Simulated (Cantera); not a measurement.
Charge: 1 mol NaI, 0.19 mol H₂, held at 950 K and 13.3 mbar.

Cantera equilibrium calculation (NASA polynomials, part measured and part estimated; ideal gas, pure solids and liquids). Candidate condensed phases: I₂, Na, NaI; 9 gas species. Gases not in the tables: NaBr and NaI dimers. The numbers say what is thermodynamically allowed, not how fast it happens.

What is the equilibrium state?


```json
{
  "x(H₂)": "0.977",
  "x(NaI)": "0.0228",
  "x(Na)": "5.19e-6",
  "x(HI)": "4.93e-6",
  "n(NaI(l))": "0.996 mol",
  "gas_amount": "0.1944 mol",
  "log10 activity of Na(l) (absent)": "-6.15",
  "log10 activity of I₂(l) (absent)": "-15.99"
}
```
